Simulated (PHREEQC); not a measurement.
PHREEQC input (ion-association model, phreeqc.dat):

```
SOLUTION 1
  temp 25
  units mol/kgw
  pH 7 charge
  Cl 0.038
END
SELECTED_OUTPUT 1
  -reset false
  -pH true
  -pe true
  -ionic_strength true
  -water true
  -totals Cl Fe Na P Fe(2) Fe(3)
  -molalities H+ Na+ Fe+2 Cl- PO4-3 OH- O2 HPO4-2 H2PO4- H3PO4
    NaOH NaHPO4- FeOH+ Fe(OH)3- FeCl+ FeHPO4 FeH2PO4+ Fe+3 FeOH+2 Fe(OH)2+
    Fe(OH)3 Fe(OH)4- Fe(OH)2 Fe2(OH)2+4 Fe3(OH)4+5 FeCl+2 FeCl2+ FeCl3 FeHPO4+ FeH2PO4+2
  -equilibrium_phases Vivianite Halite
PRINT
  -reset false
USE solution 1
REACTION 1
  NaCl 1
  0 0.0417 0.0833 0.125 0.167 0.208 0.25 0.292 0.333 0.375 0.417 0.458 0.5 moles
EQUILIBRIUM_PHASES 1
  Vivianite 0 0.2
  Halite 0 0
END
```

Selected output (columns that matter, 13 of 13 rows; NaCl added (mol) added in front):

```
NaCl added (mol)	pH	mu	Cl	Fe	Na	P	m_H+	m_Na+	m_Fe+2	m_Cl-	m_OH-	m_H2PO4-	m_FeCl+	Vivianite
0	3.6422	0.055686	0.037949	0.02819	0	0.018793	0.00026833	0	0.013625	0.03762	5.5159e-11	0.0044346	0.00032889	0.19059
0.0417	3.6745	0.097759	0.079592	0.028202	0.041644	0.018801	0.0002561	0.041643	0.01384	0.078995	6.2498e-11	0.004915	0.00059716	0.19059
0.0833	3.6972	0.13955	0.12114	0.02821	0.083187	0.018807	0.00024736	0.083187	0.013963	0.12031	6.8233e-11	0.0052613	0.00082091	0.19058
0.125	3.7151	0.18135	0.16278	0.028218	0.12483	0.018812	0.00024043	0.12483	0.014043	0.16176	7.3086e-11	0.0055366	0.0010177	0.19058
0.167	3.7302	0.2234	0.20472	0.028224	0.16677	0.018816	0.00023464	0.16677	0.014096	0.20353	7.7374e-11	0.0057674	0.0011958	0.19058
0.208	3.7428	0.26442	0.24567	0.02823	0.20772	0.01882	0.00022978	0.20772	0.014131	0.24431	8.1137e-11	0.005961	0.0013545	0.19058
0.25	3.7541	0.30641	0.28761	0.028235	0.24966	0.018823	0.0002254	0.24966	0.014156	0.2861	8.4659e-11	0.006135	0.0015044	0.19058
0.292	3.7643	0.34839	0.32955	0.02824	0.2916	0.018827	0.00022149	0.2916	0.014172	0.32791	8.7912e-11	0.0062899	0.0016436	0.19057
0.333	3.7734	0.38936	0.3705	0.028244	0.33255	0.018829	0.00021803	0.33255	0.014182	0.36873	9.0874e-11	0.0064263	0.0017704	0.19057
0.375	3.7818	0.43131	0.41244	0.028248	0.37449	0.018832	0.00021479	0.37449	0.014187	0.41055	9.3725e-11	0.0065535	0.0018923	0.19057
0.417	3.7897	0.47326	0.45438	0.028252	0.41643	0.018835	0.0002118	0.41643	0.01419	0.45238	9.6416e-11	0.0066701	0.0020068	0.19057
0.458	3.7969	0.51421	0.49533	0.028256	0.45738	0.018837	0.0002091	0.45738	0.014189	0.49321	9.891e-11	0.0067751	0.0021122	0.19057
0.5	3.8037	0.55615	0.53727	0.028259	0.49932	0.01884	0.00020651	0.49932	0.014187	0.53506	1.0134e-10	0.006875	0.0022142	0.19057
```
